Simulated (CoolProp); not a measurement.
A Linde-Hampson liquefier for oxygen: isothermal reversible compression at 250 K from 1 atm to 10 MPa, throttling to 1 atm, return gas leaving the recuperator 0 K below the feed. Each further row changes one setting.

Values from CoolProp's reference Helmholtz-energy equation of state, Schmidt 1985.

```
case                        liquid yield per pass  compression work (kJ/kg of gas)
--------------------------  ---------------------  -------------------------------
as stated                                       …                              290
high pressure 20 MPa                            …                                …
warm-end temperature 280 K                  0.070                              328
warm-end gap 5 K                            0.084                              290
```

Fill in the missing entries.


- as stated, liquid yield per pass: 0.096
- high pressure 20 MPa, liquid yield per pass: 0.177
- high pressure 20 MPa, compression work (kJ/kg of gas): 329
